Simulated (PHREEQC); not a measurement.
# Brackish or sea water: an equilibrium model

Synthetic water in mg/kgw, 20 °C, pH 6.68, pe 0.5:

```tsv
constituent	mg/kgw
Na	1630
K	0.000108
Ca	161
Mg	273
Cl	3450
S(6) as SO4	287
Alkalinity as HCO3	32.3
Li	0.7
B	0.32
N(-3) as NH4	38.2
```

Valence states are taken as typed.

The numbers come from PHREEQC with the ion-association model, wateq4f.dat.

```
Property                      Value
--------------------  -------------
ionic strength        0.118 mol/kgw
charge-balance error         -0.1 %
```

```json
[
 {"species": "Cl-", "molality": "0.0973", "activity": "0.0733", "log γ": "-0.123"},
 {"species": "Na+", "molality": "0.0707", "activity": "0.0547", "log γ": "-0.111"},
 {"species": "Mg+2", "molality": "0.0106", "activity": "0.00417", "log γ": "-0.406"},
 {"species": "Ca+2", "molality": "0.00382", "activity": "0.00144", "log γ": "-0.425"},
 {"species": "NH4+", "molality": "0.00210", "activity": "0.00162", "log γ": "-0.111"},
 {"species": "SO4-2", "molality": "0.00196", "activity": "0.000697", "log γ": "-0.450"},
 {"species": "MgSO4", "molality": "0.000582", "activity": "0.000598", "log γ": "0.012"},
 {"species": "HCO3-", "molality": "0.000482", "activity": "0.000376", "log γ": "-0.108"},
 {"species": "NaSO4-", "molality": "0.000237", "activity": "0.000185", "log γ": "-0.108"},
 {"species": "CaSO4", "molality": "0.000185", "activity": "0.000190", "log γ": "0.012"},
 {"species": "CO2", "molality": "0.000185", "activity": "0.000190", "log γ": "0.012"},
 {"species": "Li+", "molality": "0.000101", "activity": "7.92e-5", "log γ": "-0.104"},
 {"species": "H3BO3", "molality": "2.95e-5", "activity": "3.03e-5", "log γ": "0.012"}
]
```

This is a speciation only: nothing precipitates in the calculation.
